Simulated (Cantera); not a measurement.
Cantera run:

```python
import numpy as np
import cantera as ct

gas_names = """
    Mg MgN MgO Mg2 N NO NO2 NO3 N2 N2O O O2 O3 Si SiN SiO SiO2 Si2 Si2N Si3
""".split()
cond_names = """
    Mg(cr) Mg(L) MgO(s) MgO(L) MgSiO3(I) MgSiO3(II) MgSiO3(III) MgSiO3(L) Mg2SiO4(s) Mg2SiO4(L) Si(cr)
    Si(L) SiO2(Lqz) SiO2(hqz) SiO2(L) Si2N2O(s) Si3N4(a)
""".split()


# ... load() reads the species with a 1 bar reference pressure and builds the phases ...
atoms = {
    'SiO2': {'Si': 1, 'O': 2},
    'MgO': {'Mg': 1, 'O': 1},
    'N2': {'N': 2},
}
top_T = {'Si2N2O(s)': 2100, 'Si3N4(a)': 2400}  # K; cautious upper limits of use, not melting points


# ... equilibrate(T, P, feed) seeds the gas with the atoms and calls Mixture.equilibrate('TP', solver="vcs", rtol=1e-11, max_steps=5000) ...
results = []
T = 1800  # K
P = 1000  # Pa
for m in [0.29, 0.38, 0.49, 0.65, 0.85, 1.1, 1.5, 1.9]:
    feed = {'SiO2': 1, 'MgO': m, 'N2': 2.1}  # mol
    mix = equilibrate(T, P, feed)
    results.append((T, P, feed, dict(zip(mix.species_names, mix.species_moles))))
    x = sorted(zip(gas.X, gas.species_names), reverse=True)
    print(f"T = {T:g} K  P = {P:g} Pa  n(MgO) = {m:g} mol  gas = {mix.phase_moles(0):.4g} mol")
    print("   x: " + "  ".join(f"{s} {v:.3e}" for v, s in x if v > 0.0001))
    print("   condensed (mol): " + ("  ".join(f"{mix.phase(i).name} {mix.phase_moles(i):.4g}"
          for i in range(1, mix.n_phases) if mix.phase_moles(i) > 1e-12) or "none"))
```

Result:

```
T = 1800 K  P = 1000 Pa  n(MgO) = 0.29 mol  gas = 2.1 mol
   x: N2 9.999e-01
   condensed (mol): MgSiO3(III) 0.29  SiO2(L) 0.7099
T = 1800 K  P = 1000 Pa  n(MgO) = 0.38 mol  gas = 2.1 mol
   x: N2 9.999e-01
   condensed (mol): MgSiO3(III) 0.38  SiO2(L) 0.6199
T = 1800 K  P = 1000 Pa  n(MgO) = 0.49 mol  gas = 2.1 mol
   x: N2 9.999e-01
   condensed (mol): MgSiO3(III) 0.49  SiO2(L) 0.5099
T = 1800 K  P = 1000 Pa  n(MgO) = 0.65 mol  gas = 2.1 mol
   x: N2 9.999e-01
   condensed (mol): MgSiO3(III) 0.65  SiO2(L) 0.3499
T = 1800 K  P = 1000 Pa  n(MgO) = 0.85 mol  gas = 2.1 mol
   x: N2 9.999e-01
   condensed (mol): MgSiO3(III) 0.85  SiO2(L) 0.1499
T = 1800 K  P = 1000 Pa  n(MgO) = 1.1 mol  gas = 2.1 mol
   x: N2 9.999e-01
   condensed (mol): MgSiO3(III) 0.8998  Mg2SiO4(s) 0.1001
T = 1800 K  P = 1000 Pa  n(MgO) = 1.5 mol  gas = 2.1 mol
   x: N2 9.999e-01
   condensed (mol): MgSiO3(III) 0.4998  Mg2SiO4(s) 0.5001
T = 1800 K  P = 1000 Pa  n(MgO) = 1.9 mol  gas = 2.1 mol
   x: N2 9.999e-01
   condensed (mol): MgSiO3(III) 0.09982  Mg2SiO4(s) 0.9001
```

Method: chemical equilibrium by Gibbs-energy minimisation in Cantera with the NASA 1993 tables (ideal gas, pure condensed phases). Mutual solubility and eutectic melting of coexisting phases are not modelled. The tables hold silica as quartz up to 1696 K and as liquid above; real silica turns to tridymite and cristobalite and melts near 1996 K. Condensed phases not in the tables: alloys, solid solutions and most ternary compounds.
